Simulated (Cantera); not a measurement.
Feed: 1 mol SiHCl3, 10 mol NH3, 4.4 mol N2, at 0.0170 bar.

Equilibrium computed with Cantera from the NASA thermochemical tables; the gas is ideal and each condensed phase is pure. Candidate condensed phases: NH4Cl, Si, Si3N4; 28 gas species. The numbers say what is thermodynamically allowed, not how fast it happens.

Over these rows the condensed part is Si3N4(s). Partial pressures as log10 of bar:

```
T (K)  1000/T (1/K)  log p SiCl2  log p H2  log p N2  log p HCl
-----  ------------  -----------  --------  --------  ---------
1273         0.7855        -5.88     -2.03     -2.24      -2.70
1348         0.7418        -5.29     -2.03     -2.24      -2.71
1423         0.7027        -4.77     -2.03     -2.24      -2.71
1498         0.6676        -4.32     -2.03     -2.24      -2.73
1573         0.6357        -3.96     -2.03     -2.24      -2.76
1648         0.6068            ?     -2.03     -2.23      -2.81
```

**Question.** Fit log p(SiCl2) = a + b·(1000/T) to the five rows, give the apparent enthalpy, and predict the row at 1648 K.

**Answer.** Means: 1000/T = 0.7067, log p = -4.844. Sxy = -0.180840, Sxx = 0.0140273, so b = -12.89 and a = -4.844 − (-12.89)×0.7067 = 4.26.
Apparent enthalpy: −19.145 × (-12.89) = 247 kJ/mol. With the condensed phases at unit activity, 1/3 Si3N4(s) + 2 HCl(g) = SiCl2(g) + H2(g) + 2/3 N2(g) links this pressure to the main gases: over the six rows their terms move log p by -0.23 in all, so the slope isn't that reaction's ΔH° alone. The five rows lie within 0.03 of the line.
Prediction at 1648 K: 4.26 + (-12.89)×0.6068 = -3.56. The computed value is -3.68, 0.12 from the line.
